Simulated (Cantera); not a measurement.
A closed system holds: 1 mol CCl4, 0.019 mol F2, at 14.0 mbar.

These are equilibrium values from Cantera (NASA tables, ideal gas, pure condensed phases), not measurements of a reactor. Candidate condensed phases: C; 27 gas species. The tables' values for CCl are old estimates; treat these amounts as uncertain. Kinetics and transport are ignored.

Question: At 2700 °C, list the 4 most abundant gas species with their mole fractions, and the condensed phases.

Answer: Cl 0.969, C3 0.0167, F 0.00829, C 0.00279. Condensed: C(graphite).
